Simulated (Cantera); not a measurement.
# Hydrocarbon pyrolysis for carbon deposition

A perfectly stirred reactor is fed with 2.13 % CH4, 97.9 % H2, at 61.0 Pa; it is held at 1875 K, and followed from long to short residence time.

Detailed kinetics in Cantera: GRI-Mech 3.0 (53 species, 325 reactions). GRI-Mech 3.0 stops at C3 and has no aromatics, soot or wall deposition, so with more carbon than oxygen in the feed, carbon stays in small species such as C2H2 where larger ones or solid carbon would form. Radical loss at walls, strong at low pressure, is not modelled.

| τ (s) | x CH4 | x H2 | x CH3 | x C2H | x CH2 | x C2H2 | x C2H6 |
|---|---|---|---|---|---|---|---|
| 0.34 | 0.0201 | 0.978 | 0.000568 | 4.19e-9 | 8.61e-7 | 0.000250 | 2.22e-7 |
| 0.16 | 0.0209 | 0.978 | 0.000289 | 2.18e-10 | 2.26e-7 | 2.66e-5 | 7.11e-8 |
| 0.072 | 0.0211 | 0.978 | 0.000132 | 6.34e-12 | 4.79e-8 | 1.72e-6 | 1.66e-8 |
| 0.033 | 0.0212 | 0.979 | 6.14e-5 | <1e-12 | 1.02e-8 | 9.41e-8 | 3.64e-9 |
| 0.015 | 0.0212 | 0.979 | 2.83e-5 | <1e-12 | 2.13e-9 | 4.45e-9 | 7.39e-10 |
| 0.0072 | 0.0213 | 0.979 | 1.39e-5 | <1e-12 | 4.92e-10 | 2.50e-10 | 1.58e-10 |
| 0.0033 | 0.0213 | 0.979 | 6.62e-6 | <1e-12 | 1.03e-10 | 1.17e-11 | 2.79e-11 |
x: mole fraction; the columns are a selection and need not sum to one.
